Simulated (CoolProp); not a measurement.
Vapour-liquid equilibrium of R134a (1) + R227EA (2) at 262.3 K; x and y are mole fractions of (1).

Model: multi-fluid Helmholtz-energy mixture model, Tillner-Roth 1994 and Lemmon 2016; pair parameters Bell 2016, in CoolProp.

| x | bubble pressure (MPa) | y at the bubble point | dew pressure at overall composition x (MPa) | liquid density (mol/L) |
|---|---|---|---|---|
| 0.05 | 0.1324 | 0.081 | 0.1306 | 9.115 |
| 0.125 | 0.1392 | 0.191 | 0.1350 | 9.340 |
| 0.2 | 0.1456 | 0.289 | 0.1398 | 9.577 |
| 0.275 | 0.1516 | 0.376 | 0.1447 | 9.825 |
| 0.35 | 0.1573 | 0.456 | 0.1498 | 10.09 |
| 0.425 | 0.1627 | 0.530 | 0.1551 | 10.36 |
| 0.5 | 0.1677 | 0.598 | 0.1605 | 10.65 |
| 0.575 | 0.1725 | 0.663 | 0.1660 | 10.95 |
| 0.65 | 0.1769 | 0.724 | 0.1715 | 11.27 |
| 0.725 | 0.1811 | 0.784 | 0.1770 | 11.61 |
| 0.8 | 0.1849 | 0.843 | 0.1821 | 11.97 |
| 0.875 | 0.1886 | 0.901 | 0.1870 | 12.35 |
| 0.95 | 0.1919 | 0.960 | 0.1914 | 12.75 |

No azeotrope shows between x = 0.05 and 0.95.

Pair parameters are fitted to limited data, so mixtures are less certain than the pure fluids.
